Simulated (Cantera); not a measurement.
**Adiabatic ignition**

An adiabatic, constant-volume homogeneous reactor starts with CH4 : CO : O2 : N2 = 1 : 0.88 : 2.03 : 7.65 (molar parts), equivalence ratio 1.2, at 1050 K and 5.00 bar.

Computed with Cantera and GRI-Mech 3.0 (53 species, 325 reactions).

```tsv
t (s)	T (K)	P (bar)	x CH4	x CO	x O2	x C2H2	x HCN	x HCO	x H
6.00e-6	1050	5.00	0.0865	0.0761	0.176	<1e-12	<1e-12	<1e-12	5.78e-12
1.43e-5	1050	5.00	0.0865	0.0761	0.176	<1e-12	<1e-12	<1e-12	6.32e-12
3.43e-5	1050	5.00	0.0865	0.0761	0.176	<1e-12	<1e-12	<1e-12	7.59e-12
8.20e-5	1050	5.00	0.0865	0.0761	0.176	<1e-12	<1e-12	<1e-12	1.06e-11
0.000196	1050	5.00	0.0865	0.0761	0.176	<1e-12	<1e-12	<1e-12	1.74e-11
0.000469	1050	5.00	0.0865	0.0761	0.176	<1e-12	<1e-12	<1e-12	3.35e-11
0.00112	1050	5.00	0.0865	0.0761	0.176	<1e-12	<1e-12	<1e-12	6.71e-11
0.00268	1050	5.00	0.0865	0.0761	0.176	<1e-12	<1e-12	<1e-12	9.68e-11
0.00640	1050	5.00	0.0865	0.0761	0.176	<1e-12	<1e-12	<1e-12	1.10e-10
0.0153	1050	5.00	0.0865	0.0761	0.176	4.61e-12	<1e-12	2.05e-12	1.38e-10
0.0366	1051	5.01	0.0864	0.0761	0.175	5.79e-11	<1e-12	6.07e-12	2.23e-10
0.0875	1056	5.03	0.0860	0.0760	0.175	1.43e-9	<1e-12	2.32e-11	5.94e-10
0.209	2931	14.2	<1e-12	0.0756	0.00584	<1e-12	2.94e-8	4.00e-7	0.00454
0.500	2931	14.2	<1e-12	0.0756	0.00584	<1e-12	2.94e-8	4.00e-7	0.00454
```
x: mole fraction; the columns are a selection and need not sum to one.

* **time of steepest temperature rise**: 0.206 s
* **temperature at 0.500 s**: 2931 K
* **equilibrium temperature**: 2931 K
* **x(CH4) at 0.500 s**: <1e-12 (gas-phase equilibrium <1e-12)
* **x(CO) at 0.500 s**: 0.0756 (gas-phase equilibrium 0.0756)
* **x(O2) at 0.500 s**: 0.00584 (gas-phase equilibrium 0.00584)
